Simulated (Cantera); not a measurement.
Input: 1 mol Si3N4, a varied amount of Cl2, 27 mol N2, held at 1948.15 K and 48.0 Pa.

Equilibrium computed with Cantera from the NASA thermochemical tables; the gas is ideal and each condensed phase is pure. Candidate condensed phases: Si, Si3N4; 13 gas species. Kinetics and transport are ignored.

Which condensed phases are stable at each of these points (n(Cl2) (mol)): 0.67, 1, 1.4, 1.7, 2.1, 2.5, 2.8, 3.2, 3.5?


| n(Cl2) (mol) | condensed phases | Si condensed (%) |
|---|---|---|
| 0.67 | Si(l) | 24.5 |
| 1 | Si(l) | 12.9 |
| 1.4 | gas only | 0.0 |
| 1.7 | gas only | 0.0 |
| 2.1 | gas only | 0.0 |
| 2.5 | gas only | 0.0 |
| 2.8 | gas only | 0.0 |
| 3.2 | gas only | 0.0 |
| 3.5 | gas only | 0.0 |

From 0.67 mol Cl2 to 1 mol Cl2 the condensed part is Si(l). From 1.4 mol Cl2 to 3.5 mol Cl2 nothing is condensed.
